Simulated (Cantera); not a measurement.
An adiabatic, constant-pressure homogeneous reactor starts with CH4 : C2H6 : C3H8 : O2 : N2 : H2O = 1 : 0.043 : 1.1 : 15.6 : 58.7 : 8.9 (molar parts), equivalence ratio 0.49, at 1750 K and 31000 Pa. Integrator tolerance rtol = 1e-08.

Cantera simulation using GRI-Mech 3.0 (53 species, 325 reactions); the numbers are that mechanism's predictions, not measurements. GRI-Mech 3.0 was tuned for natural gas; its chemistry of propane as a main component is partial and can be far from experiment.

What does this change do: pressure from 31000 Pa to 180000 Pa?


```json
[
 {"quantity": "time of steepest temperature rise", "before": "42.4 µs", "after": "10.7 µs"},
 {"quantity": "temperature at 2.00 s", "before": "2430 K", "after": "2493 K"},
 {"quantity": "equilibrium temperature", "before": "2430 K", "after": "2493 K"},
 {"quantity": "x(CH4) at 2.00 s", "before": "<1e-12 (gas-phase equilibrium <1e-12)", "after": "<1e-12 (gas-phase equilibrium <1e-12)"},
 {"quantity": "x(C2H6) at 2.00 s", "before": "<1e-12 (gas-phase equilibrium <1e-12)", "after": "<1e-12 (gas-phase equilibrium <1e-12)"},
 {"quantity": "x(C3H8) at 2.00 s", "before": "<1e-12 (gas-phase equilibrium <1e-12)", "after": "<1e-12 (gas-phase equilibrium <1e-12)"},
 {"quantity": "x(H2O) at 2.00 s", "before": "0.163 (gas-phase equilibrium 0.163)", "after": "0.168 (gas-phase equilibrium 0.168)"},
 {"quantity": "x(C2H4) at 2.00 s", "before": "<1e-12 (gas-phase equilibrium <1e-12)", "after": "<1e-12 (gas-phase equilibrium <1e-12)"}
]
```

What does this change do: C3H8 1.1 to 1.7 parts?


| quantity | before | after |
|---|---|---|
| time of steepest temperature rise | 42.4 µs | 42.5 µs |
| temperature at 2.00 s | 2430 K | 2552 K |
| equilibrium temperature | 2430 K | 2552 K |
| x(CH4) at 2.00 s | <1e-12 (gas-phase equilibrium <1e-12) | <1e-12 (gas-phase equilibrium <1e-12) |
| x(C2H6) at 2.00 s | <1e-12 (gas-phase equilibrium <1e-12) | <1e-12 (gas-phase equilibrium <1e-12) |
| x(C3H8) at 2.00 s | <1e-12 (gas-phase equilibrium <1e-12) | <1e-12 (gas-phase equilibrium <1e-12) |
| x(H2O) at 2.00 s | 0.163 (gas-phase equilibrium 0.163) | 0.174 (gas-phase equilibrium 0.174) |
| x(C2H4) at 2.00 s | <1e-12 (gas-phase equilibrium <1e-12) | <1e-12 (gas-phase equilibrium <1e-12) |
